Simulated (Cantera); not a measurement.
Standard-state values (1 bar) from the NASA 1993 polynomials, evaluated with Cantera. Values are per mole of reaction as written; species without (g) are pure solids or liquids, kept so even where they would boil at 1 bar.

Q: Between 423 and 623 K, where is each reaction favourable under standard conditions?
- 2 HCl(g) + 2 K(g) → 2 KCl(g) + H2(g)
- HCl(g) + K(g) → KCl(g) + H(g)
- Cl2(g) + 2 K(g) → 2 KCl(g)

A: 
- 2 HCl(g) + 2 K(g) → 2 KCl(g) + H2(g): ΔG° is -387 kJ at 423 K and -370 kJ at 623 K; it stays negative (K > 1). ΔH° is -422 kJ and ΔS° -83 J/K at 623 K.
- HCl(g) + K(g) → KCl(g) + H(g): ΔG° is 4 kJ at 423 K and 1 kJ at 623 K; it stays positive (K < 1). ΔH° is 9 kJ and ΔS° 12 J/K at 623 K.
- Cl2(g) + 2 K(g) → 2 KCl(g): ΔG° is -580 kJ at 423 K and -566 kJ at 623 K; it stays negative (K > 1). ΔH° is -608 kJ and ΔS° -68 J/K at 623 K.
